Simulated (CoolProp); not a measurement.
R123 along the isotherm 500 K: Z from the reference equation and from simpler models built on Tc = 456.8 K, pc = 36.62 bar, ω = 0.282; each cubic takes its own stable root.

Model: reference Helmholtz-energy equation of state, Younglove 1994, in CoolProp. It is a modified Benedict-Webb-Rubin equation, recast in Helmholtz form.

```tsv
p (bar)	phase	reference
12.2	gas	0.9126
24.4	gas	0.8139
36.6	gas	0.7000
48.8	supercritical	0.5654
61	supercritical	0.4349
73.2	supercritical	0.3949
85.4	supercritical	0.4060
97.6	supercritical	0.4316
110	supercritical	0.4626
122	supercritical	0.4947
134	supercritical	0.5278
146	supercritical	0.5613
159	supercritical	0.5977
171	supercritical	0.6314
183	supercritical	0.6651
```

Problem. How far does each simpler model (van der Waals, Redlich-Kwong, Soave-Redlich-Kwong, Peng-Robinson) lie from the reference over these 15 states: mean and median of the absolute difference, and the worst?

Solution. 
- van der Waals: mean 19.4 %, median 26.1 %, worst +31.2 % at 500 K and 183 bar
- Redlich-Kwong: mean 6.3 %, median 7.4 %, worst +9.9 % at 500 K and 97.6 bar
- Soave-Redlich-Kwong: mean 10.3 %, median 11.8 %, worst +17.9 % at 500 K and 73.2 bar
- Peng-Robinson: mean 3.4 %, median 2.5 %, worst +9.3 % at 500 K and 73.2 bar
